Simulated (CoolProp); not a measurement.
Saturated liquid density (kg/m³) of ammonia: the reference equation beside estimates from Tc = 405.6 K, pc = 11360 kPa, ω = 0.256. Rackett uses Z = 0.29056 − 0.08775 ω.

Computed with CoolProp (reference Helmholtz-energy equation of state, Gao 2020).

| T (K) | reference | Rackett | Redlich-Kwong | Soave-Redlich-Kwong | Peng-Robinson |
|---|---|---|---|---|---|
| 281.8 | 626.7 | 546.7 | 477.5 | 496.7 | 562.3 |
| 291.2 | 613.2 | 535.4 | 465.6 | 485.4 | ? |
| 300.6 | 599.3 | 523.6 | ? | 473.3 | ? |
| 310.1 | 584.5 | ? | 439.7 | 460.2 | 522.0 |
| 319.5 | ? | ? | 425.7 | 446.4 | 506.5 |
| 328.9 | 553.0 | ? | 410.8 | 431.4 | 489.7 |
| 338.3 | 535.7 | 470.6 | 394.9 | 415.3 | 471.4 |
| 347.8 | 517.0 | ? | 377.6 | 397.4 | 451.0 |

Complete the blanks.


- 291.2, Peng-Robinson: 549.9
- 300.6, Redlich-Kwong: 453.1
- 300.6, Peng-Robinson: 536.5
- 310.1, Rackett: 511.3
- 319.5, reference: 569.2
- 319.5, Rackett: 498.4
- 328.9, Rackett: 484.9
- 347.8, Rackett: 455.1

Absolute difference from the reference over all 8 rows, mean and median: Rackett 12.4 and 12.5 %, Redlich-Kwong 25.2 and 25.0 %, Soave-Redlich-Kwong 21.6 and 21.4 %, Peng-Robinson 11.1 and 10.9 %.
